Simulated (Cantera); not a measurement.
An isothermal, constant-pressure homogeneous reactor starts with CH4 : H2O = 1 : 1.8 (molar parts), at 1625 K and 120 Torr. Integrator tolerance rtol = 1e-08.

Model: GRI-Mech 3.0 (53 species, 325 reactions), integrated in Cantera.

Q: What does this change do: temperature 1625 to 1525 K?

A: 
| quantity | before | after |
|---|---|---|
| x(CH4) at 1.00 s | 0.0291 (gas-phase equilibrium 9.19e-9) | 0.112 (gas-phase equilibrium 2.77e-8) |
| x(H2O) at 1.00 s | 0.375 (gas-phase equilibrium 0.152) | 0.509 (gas-phase equilibrium 0.150) |
| x(CO2) at 1.00 s | 0.0134 (gas-phase equilibrium 0.0148) | 0.00201 (gas-phase equilibrium 0.0167) |
| x(H) at 1.00 s | 0.000123 (gas-phase equilibrium 0.000142) | 2.35e-5 (gas-phase equilibrium 4.77e-5) |
| x(CH2) at 1.00 s | 8.00e-8 (gas-phase equilibrium <1e-12) | 2.57e-8 (gas-phase equilibrium <1e-12) |
| x(C2H) at 1.00 s | 8.09e-8 (gas-phase equilibrium <1e-12) | 1.48e-8 (gas-phase equilibrium <1e-12) |
| x(OH) at 1.00 s | 4.28e-6 (gas-phase equilibrium 1.42e-6) | 1.30e-6 (gas-phase equilibrium 3.46e-7) |

Q: What does this change do: temperature 1625 to 2025 K?

A: 
| quantity | before | after |
|---|---|---|
| x(CH4) at 1.00 s | 0.0291 (gas-phase equilibrium 9.19e-9) | 2.87e-10 (gas-phase equilibrium 3.41e-10) |
| x(H2O) at 1.00 s | 0.375 (gas-phase equilibrium 0.152) | 0.156 (gas-phase equilibrium 0.156) |
| x(CO2) at 1.00 s | 0.0134 (gas-phase equilibrium 0.0148) | 0.0104 (gas-phase equilibrium 0.0104) |
| x(H) at 1.00 s | 0.000123 (gas-phase equilibrium 0.000142) | 0.00385 (gas-phase equilibrium 0.00385) |
| x(CH2) at 1.00 s | 8.00e-8 (gas-phase equilibrium <1e-12) | <1e-12 (gas-phase equilibrium <1e-12) |
| x(C2H) at 1.00 s | 8.09e-8 (gas-phase equilibrium <1e-12) | <1e-12 (gas-phase equilibrium <1e-12) |
| x(OH) at 1.00 s | 4.28e-6 (gas-phase equilibrium 1.42e-6) | 9.91e-5 (gas-phase equilibrium 9.91e-5) |
